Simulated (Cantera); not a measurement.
Feed: 1 mol Fe2O3, a varied amount of CO, 0.16 mol N2, held at 1523.15 K and 38.0 mbar.

Equilibrium computed with Cantera from the NASA thermochemical tables; the gas is ideal and each condensed phase is pure. Candidate condensed phases: C, Fe, Fe(CO)5, FeO, Fe2O3, Fe3O4; 27 gas species. Mutual solubility and eutectic melting of coexisting phases are not modelled. The tables' stoichiometric FeO is somewhat more stable than real wüstite, so its field is too wide. FeO: taken at fixed stoichiometry. Kinetics and transport are ignored.

x: gas mole fraction; n: condensed amount in mol.

```tsv
n(CO) (mol)	x CO	x CO2	x N2	x Fe	n FeO(s)	n Fe3O4(s)	n Fe(γ)
1	0.0412	0.821	0.138	?	1.86	0.0478	0
1.8	0.408	0.510	0.0816	?	2.00	0	0
2.5	0.564	0.376	0.0602	?	2.00	0	0
3.3	0.665	0.289	0.0462	?	2.00	0	0
4.1	0.728	0.235	0.0376	?	2.00	0	0
4.8	0.766	0.202	0.0323	?	2.00	0	0
5.6	0.799	0.174	0.0278	?	2.00	0	0
6.3	0.820	0.155	0.0248	?	2.00	0	0
7.1	0.840	0.138	0.0220	6.23e-6	2.00	0	0
7.8	0.845	0.135	0.0201	6.41e-6	1.93	0	0.0726
8.6	0.847	0.135	0.0183	6.41e-6	1.82	0	0.183
9.3	0.848	0.135	0.0169	6.41e-6	1.72	0	0.279
```

Question: Some entries are withheld; supply them.

Answer: 
- 1, x Fe: 5.13e-8
- 1.8, x Fe: 8.17e-7
- 2.5, x Fe: 1.53e-6
- 3.3, x Fe: 2.35e-6
- 4.1, x Fe: 3.17e-6
- 4.8, x Fe: 3.88e-6
- 5.6, x Fe: 4.70e-6
- 6.3, x Fe: 5.41e-6
